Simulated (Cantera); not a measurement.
Charge: 1 mol SiO2, 0.33 mol CH4, 2.5 mol H2, equilibrated at 0.00133 bar.

Equilibrium computed with Cantera from the NASA thermochemical tables; the gas is ideal and each condensed phase is pure. Candidate condensed phases: C, C6H6, C7H8, C8H18, H2O, Si, SiC, SiO2; 123 gas species. Mutual solubility and eutectic melting of coexisting phases are not modelled. The tables hold silica as quartz up to 1696 K and as liquid above; real silica turns to tridymite and cristobalite and melts near 1996 K. Rates play no part.

### Question
Which condensed phases are stable at each of these points (T (K)): 1223, 1323, 1423, 1523, 1623, 1723, 1823, 1923, 2023, 2123, 2223, 2323?

### Answer
| T (K) | condensed phases | Si condensed (%) |
|---|---|---|
| 1223 | SiC(s) + SiO2(β-quartz) | 100.0 |
| 1323 | SiC(s) + SiO2(β-quartz) | 99.6 |
| 1423 | SiC(s) + SiO2(β-quartz) | 90.9 |
| 1523 | SiO2(β-quartz) | 67.0 |
| 1623 | SiO2(β-quartz) | 66.9 |
| 1723 | SiO2(condensed) | 65.8 |
| 1823 | SiO2(condensed) | 59.2 |
| 1923 | SiO2(condensed) | 37.2 |
| 2023 | gas only | 0.0 |
| 2123 | gas only | 0.0 |
| 2223 | gas only | 0.0 |
| 2323 | gas only | 0.0 |

From 1223 K to 1423 K the condensed part is SiC(s) + SiO2(β-quartz). From 1523 K to 1623 K the condensed part is SiO2(β-quartz). From 1723 K to 1923 K the condensed part is SiO2(condensed). From 2023 K to 2323 K nothing is condensed.
